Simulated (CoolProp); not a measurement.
The numbers come from the reference Helmholtz-energy equation of state, Wu 2011 in CoolProp.

**Question.** For dimethyl ether, give the phase and the cp (kJ/(kg K)), speed of sound (m/s) at 341.2 K and 0.0714 MPa; 452.8 K and 6.6 MPa; 276.9 K and 14.9 MPa.

**Answer.** 
- 341.2 K and 0.0714 MPa: gas; cp 1.57, speed of sound 262
- 452.8 K and 6.6 MPa: supercritical; cp 2.91, speed of sound 226
- 276.9 K and 14.9 MPa: liquid; cp 2.26, speed of sound 1100
